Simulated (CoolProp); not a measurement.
n-octane along the isobar 2.83 MPa: Z from the reference equation and from simpler models built on Tc = 568.7 K, pc = 2.484 MPa, ω = 0.398; each cubic takes its own stable root.

The numbers come from the reference Helmholtz-energy equation of state, Beckmüller 2019 in CoolProp.

| T (K) | phase | reference | Soave-Redlich-Kwong | Peng-Robinson |
|---|---|---|---|---|
| 222.9 | liquid | 0.2296 | 0.2745 | 0.2451 |
| 243.1 | liquid | 0.2149 | 0.2550 | 0.2275 |
| 263.3 | liquid | 0.2027 | 0.2389 | 0.2129 |
| 283.5 | liquid | 0.1925 | 0.2254 | 0.2007 |
| 303.7 | liquid | 0.1838 | 0.2140 | 0.1904 |
| 323.9 | liquid | 0.1764 | 0.2045 | 0.1818 |
| 344.1 | liquid | 0.1702 | 0.1966 | 0.1746 |
| 364.3 | liquid | 0.1650 | ? | 0.1687 |
| 384.5 | liquid | 0.1607 | ? | 0.1639 |
| 404.7 | liquid | 0.1572 | 0.1809 | 0.1602 |
| 424.9 | liquid | 0.1546 | 0.1781 | 0.1576 |
| 445.1 | liquid | 0.1528 | 0.1767 | ? |
| 465.3 | liquid | 0.1519 | 0.1767 | 0.1562 |

### Question
Fill in the missing entries.

### Answer

- 364.3, Soave-Redlich-Kwong: 0.1901
- 384.5, Soave-Redlich-Kwong: 0.1849
- 445.1, Peng-Robinson: 0.1563
